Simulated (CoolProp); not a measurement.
Model: reference Helmholtz-energy equation of state, Akasaka 2020, in CoolProp.

For R1123, give the phase and the cv (kJ/(kg K)) at 480 K and 0.00719 MPa; 480 K and 0.227 MPa; 480 K and 0.404 MPa.


- 480 K and 0.00719 MPa: gas; cv 0.992
- 480 K and 0.227 MPa: gas; cv 0.992
- 480 K and 0.404 MPa: gas; cv 0.993
